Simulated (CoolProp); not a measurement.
Vapour-liquid equilibrium of CHF3 (R23) (1) + R13 (2) at -5.55 °C; x and y are mole fractions of (1).

The numbers come from the multi-fluid Helmholtz-energy mixture model, Penoncello 2003 and Platzer 1990; pair parameters Bell 2016 in CoolProp. This equation is an older, rougher fit; its heat capacities, sound speeds and derivatives of the liquid may be far off and weren't checked against measurements.

Question: Give the bubble pressure and the first vapour's composition at x = 0.125, 0.5, 0.725. Is there an azeotrope?

Answer: x = 0.125: 1.982 MPa, y = 0.196; x = 0.5: 2.373 MPa, y = 0.533; x = 0.725: 2.387 MPa, y = 0.706. y crosses x between x = 0.575 and 0.65: the model has an azeotrope there.

Pair parameters are fitted to limited data, so mixtures are less certain than the pure fluids.
